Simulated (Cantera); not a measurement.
# Premixed flame

A freely propagating, adiabatic, planar premixed flame of CH₄ : O₂ : N₂ = 1 : 2 : 7.52 (molar parts), equivalence ratio 1.0, unburnt at 325 K and 1.70 bar; mixture-averaged transport, grid criteria slope 0.08 and curve 0.16, no radiation.

Cantera simulation using GRI-Mech 3.0 (53 species, 325 reactions); the numbers are that mechanism's predictions, not measurements. Burning velocities carry a grid error of a few per cent, more on coarse grids.

```json
[
 {"z (mm)": "-0.884", "T (K)": "325", "u (m/s)": "0.360", "x CH₄": "0.0950", "x O₂": "0.190", "x NO": "<1e-8", "x HO₂": "<1e-8", "x C₂H₂": "<1e-8", "x HCN": "<1e-8"},
 {"z (mm)": "-0.589", "T (K)": "326", "u (m/s)": "0.362", "x CH₄": "0.0948", "x O₂": "0.190", "x NO": "<1e-8", "x HO₂": "1.95e-7", "x C₂H₂": "1.12e-8", "x HCN": "<1e-8"},
 {"z (mm)": "-0.442", "T (K)": "334", "u (m/s)": "0.371", "x CH₄": "0.0942", "x O₂": "0.189", "x NO": "<1e-8", "x HO₂": "1.46e-6", "x C₂H₂": "1.10e-7", "x HCN": "<1e-8"},
 {"z (mm)": "-0.295", "T (K)": "404", "u (m/s)": "0.452", "x CH₄": "0.0897", "x O₂": "0.184", "x NO": "1.19e-7", "x HO₂": "1.85e-5", "x C₂H₂": "1.85e-6", "x HCN": "4.72e-8"},
 {"z (mm)": "-0.147", "T (K)": "879", "u (m/s)": "0.997", "x CH₄": "0.0616", "x O₂": "0.146", "x NO": "2.92e-6", "x HO₂": "0.000158", "x C₂H₂": "2.65e-5", "x HCN": "7.19e-7"},
 {"z (mm)": "-0.0736", "T (K)": "1333", "u (m/s)": "1.52", "x CH₄": "0.0330", "x O₂": "0.102", "x NO": "7.33e-6", "x HO₂": "0.000171", "x C₂H₂": "6.91e-5", "x HCN": "1.76e-6"},
 {"z (mm)": "0", "T (K)": "1744", "u (m/s)": "2.00", "x CH₄": "0.00670", "x O₂": "0.0527", "x NO": "1.39e-5", "x HO₂": "8.96e-5", "x C₂H₂": "0.000118", "x HCN": "3.31e-6"},
 {"z (mm)": "0.0736", "T (K)": "1902", "u (m/s)": "2.18", "x CH₄": "0.000298", "x O₂": "0.0276", "x NO": "2.16e-5", "x HO₂": "1.62e-5", "x C₂H₂": "1.34e-5", "x HCN": "2.40e-6"},
 {"z (mm)": "0.147", "T (K)": "1956", "u (m/s)": "2.23", "x CH₄": "6.57e-6", "x O₂": "0.0202", "x NO": "2.62e-5", "x HO₂": "8.90e-6", "x C₂H₂": "2.44e-7", "x HCN": "7.77e-7"},
 {"z (mm)": "0.295", "T (K)": "2022", "u (m/s)": "2.29", "x CH₄": "<1e-8", "x O₂": "0.0160", "x NO": "3.11e-5", "x HO₂": "6.10e-6", "x C₂H₂": "<1e-8", "x HCN": "7.79e-8"},
 {"z (mm)": "0.589", "T (K)": "2094", "u (m/s)": "2.36", "x CH₄": "<1e-8", "x O₂": "0.0128", "x NO": "3.78e-5", "x HO₂": "3.85e-6", "x C₂H₂": "<1e-8", "x HCN": "<1e-8"},
 {"z (mm)": "1.18", "T (K)": "2160", "u (m/s)": "2.43", "x CH₄": "<1e-8", "x O₂": "0.00990", "x NO": "4.77e-5", "x HO₂": "2.23e-6", "x C₂H₂": "<1e-8", "x HCN": "<1e-8"},
 {"z (mm)": "2.36", "T (K)": "2206", "u (m/s)": "2.47", "x CH₄": "<1e-8", "x O₂": "0.00764", "x NO": "6.19e-5", "x HO₂": "1.34e-6", "x C₂H₂": "<1e-8", "x HCN": "<1e-8"}
]
```
x: mole fraction of selected species; z is measured from the peak of heat release.

The laminar burning velocity comes out as 36.0 cm/s and the thermal thickness is 0.295 mm. The peak x(HO₂) is 0.000171. The peak x(C₂H₂) comes out as 0.000122 and the peak x(HCN) comes out as 3.47e-6. The grid points comes out as 151.
